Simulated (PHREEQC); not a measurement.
PHREEQC input (Pitzer model, pitzer.dat):

```
SOLUTION 1
  temp 25
  units mol/kgw
  pH 7 charge
  C(4) 0.0066
  Na 1.028
  S(6) 0.5
  Cl 0.011
END
USE solution 1
INCREMENTAL_REACTIONS false
REACTION 1
  H2O -1
  0 9.886 18.011 24.689 30.178 34.689 38.397 41.444
  43.949 46.007 47.699 49.089 50.232 51.172 51.944 52.578
  53.1 53.528 53.88 54.17 54.408 54.603 54.764 54.896
  55.005 55.094 55.168 55.228 moles
EQUILIBRIUM_PHASES 1
  Burkeite 0 0
  Halite 0 0
  Mirabilite 0 0
  Nahcolite 0 0
  Natron 0 0
  Thenardite 0 0
  Trona 0 0
SELECTED_OUTPUT 1
  -reset false
  -pH true
  -pe true
  -ionic_strength true
  -water true
  -activities H2O
  -totals C Cl Na S
  -molalities H+ Na+ Cl- CO3-2 SO4-2 OH- HCO3- CO2 HSO4-
  -equilibrium_phases Burkeite Halite Mirabilite Nahcolite Natron Thenardite Trona
PRINT
  -reset false
END
```

Selected output (columns that matter, 11 of 28 rows; water left (kg) added in front):

```
water left (kg)	pH	mu	C	Cl	Na	S	m_H+	m_Na+	m_Cl-	m_CO3-2	la_H2O	Burkeite	Mirabilite	Thenardite
1	11.348	1.5345	0.0066	0.011	1.028	0.5	1.0087e-11	1.028	0.011	0.0064792	-0.0083626	0	0	0
0.555204	11.583	2.7639	0.011888	0.019813	1.8516	0.90057	6.1485e-12	1.8516	0.019813	0.011784	-0.014257	0	0	0
0.375045	11.753	4.0917	0.017598	0.02933	2.741	1.3332	3.9243e-12	2.741	0.02933	0.017507	-0.020615	0	0	0
0.180325	12.087	5.9345	0.036601	0.061001	3.9837	1.9142	1.4958e-12	3.9837	0.061001	0.036522	-0.030329	0	0.15482	0
0.0376731	12.787	6.2836	0.17519	0.29199	4.3201	1.7884	2.6676e-13	4.3201	0.29199	0.17512	-0.036337	0	0.43262	0
0.00675853	13.677	10.172	0.97654	1.6276	7.5112	1.6842	1.3397e-14	7.5112	1.6276	0.9765	-0.093973	0	0.31872	0.1699
0.00675853	13.677	10.172	0.97654	1.6276	7.5112	1.6842	1.3397e-14	7.5112	1.6276	0.9765	-0.093973	0	0.20312	0.2855
0.00675853	13.677	10.172	0.97654	1.6276	7.5112	1.6842	1.3397e-14	7.5112	1.6276	0.9765	-0.093973	0	0.09612	0.3925
0.00675853	13.677	10.172	0.97654	1.6276	7.5112	1.6842	1.3397e-14	7.5112	1.6276	0.9765	-0.093973	0	0.03672	0.4519
0.00675853	13.677	10.172	0.97654	1.6276	7.5112	1.6842	1.3397e-14	7.5112	1.6276	0.9765	-0.093973	0	0.01262	0.476
0.00501453	13.811	9.8196	0.97008	2.1936	7.5302	1.3193	8.6117e-15	7.5302	2.1936	0.97005	-0.10434	0.0017355	0	0.48991
```

Species that the database lacks are ignored.
